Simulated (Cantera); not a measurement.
A perfectly stirred reactor is fed with CH₄ : C₂H₆ : C₃H₈ : O₂ : N₂ : CO₂ = 1 : 0.23 : 0.039 : 1.67 : 6.27 : 0.35 (molar parts), at 160000 Pa; it is adiabatic with a 550 K inlet, and is followed from long to short residence time, starting on the burning branch (τ in s: 0.22, 0.076, 0.027, 0.0095, 0.0034, 0.0012, 0.00042, 0.00015, 5.2e-05, 1.9e-05, 6.5e-06).

Cantera simulation using GRI-Mech 3.0 (53 species, 325 reactions); the numbers are that mechanism's predictions, not measurements.

Q: Predict: blow-out, bracketed by the residence times tried; x(CH₄) at τ = 0.220 s; x(C₂H₆) at τ = 0.220 s; x(C₃H₈) at τ = 0.220 s; x(C₂H₂) at τ = 0.220 s; x(C₂H₄) at τ = 0.220 s; x(CH₄) at τ = 1.20 ms; x(C₂H₆) at τ = 1.20 ms; x(C₃H₈) at τ = 1.20 ms; x(C₂H₂) at τ = 1.20 ms; x(C₂H₄) at τ = 1.20 ms.

A: 
```
Property                                                                        Value
------------------------------------------------  -----------------------------------
blow-out, bracketed by the residence times tried  burning at 1.20 ms, out at 0.420 ms
x(CH₄) at τ = 0.220 s                                                         0.00403
x(C₂H₆) at τ = 0.220 s                                                        2.66e-6
x(C₃H₈) at τ = 0.220 s                                                        6.34e-8
x(C₂H₂) at τ = 0.220 s                                                        0.00312
x(C₂H₄) at τ = 0.220 s                                                        2.82e-5
x(CH₄) at τ = 1.20 ms                                                          0.0144
x(C₂H₆) at τ = 1.20 ms                                                       0.000365
x(C₃H₈) at τ = 1.20 ms                                                        1.33e-5
x(C₂H₂) at τ = 1.20 ms                                                        0.00786
x(C₂H₄) at τ = 1.20 ms                                                        0.00163
```
